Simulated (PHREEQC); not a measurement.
Buffer: an equilibrium model

Make-up at 25 °C and 500 atm: 0.118 mol/kgw HF and 0.11 mol/kgw K2HPO4. Closed to the air; pH follows from the charge balance.

Equilibrium calculation in PHREEQC: ion-association model, phreeqc.dat.

No solid was allowed to form.

**Question.** Predict the pH.

**Answer.** pH 4.16.

**Question.** In which forms is F present?

**Answer.** F- 92 %, HF 4.9 %, HF2- 3.3 % of the F.

Under pressure, the constants of complexes without a molar volume in the database are unreliable.
